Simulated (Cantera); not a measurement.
Carbothermic reduction: PbO + CO

Feed: 1 mol PbO, 12 mol CO, equilibrated at 71.0 mbar.

Cantera equilibrium calculation (NASA polynomials, part measured and part estimated; ideal gas, pure solids and liquids). Candidate condensed phases: C, Pb, PbO, PbO2, Pb3O4; 15 gas species. Kinetics and transport are ignored.

At 1027 °C the condensed part is Pb(l). From 1127 °C to 2327 °C nothing is condensed. The main Pb-bearing gas is Pb throughout.

```csv
T (°C),x CO,x CO2,x Pb,x O,x PbO,x O2,x Pb2,n Pb(l)
1027,0.883,0.0803,0.0370,<1e-12,4.94e-7,<1e-12,3.52e-6,0.539
1127,0.846,0.0769,0.0769,1.19e-12,2.86e-6,<1e-12,1.02e-5,0
1227,0.846,0.0769,0.0769,2.54e-11,6.92e-6,2.79e-12,7.17e-6,0
1327,0.846,0.0769,0.0769,3.70e-10,1.49e-5,4.62e-11,5.26e-6,0
1427,0.846,0.0769,0.0769,3.93e-9,2.93e-5,5.48e-10,4.00e-6,0
1527,0.846,0.0769,0.0769,3.20e-8,5.32e-5,4.92e-9,3.12e-6,0
1627,0.846,0.0768,0.0768,2.09e-7,9.04e-5,3.49e-8,2.50e-6,0
1727,0.846,0.0768,0.0768,1.13e-6,0.000145,2.03e-7,2.04e-6,0
1827,0.846,0.0767,0.0767,5.20e-6,0.000222,9.92e-7,1.69e-6,0
1927,0.846,0.0766,0.0766,2.08e-5,0.000324,4.18e-6,1.42e-6,0
2027,0.847,0.0764,0.0765,7.34e-5,0.000457,1.55e-5,1.20e-6,0
2127,0.847,0.0759,0.0763,0.000232,0.000622,5.10e-5,1.03e-6,0
2227,0.847,0.0751,0.0760,0.000667,0.000816,0.000150,8.90e-7,0
2327,0.848,0.0732,0.0757,0.00174,0.00103,0.000395,7.72e-7,0
```
x: gas mole fraction; n: condensed amount in mol.
